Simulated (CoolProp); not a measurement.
Vapour-liquid equilibrium of CH2F2 (R32) (1) + R1234ze(E) (2) at 0.109 MPa; x and y are mole fractions of (1).

Computed with CoolProp (multi-fluid Helmholtz-energy mixture model, Tillner-Roth 1997 and Thol 2016; pair parameters Bell 2023).

Give the bubble temperature and the first vapour's composition at x = 0.15, 0.55, 0.65. Is there an azeotrope?

x = 0.15: 244.7 K, y = 0.475; x = 0.55: 230.6 K, y = 0.846; x = 0.65: 228.6 K, y = 0.887. No azeotrope shows between x = 0.05 and 0.95.

The pair parameters rest on a limited set of measurements; away from them the model extrapolates.
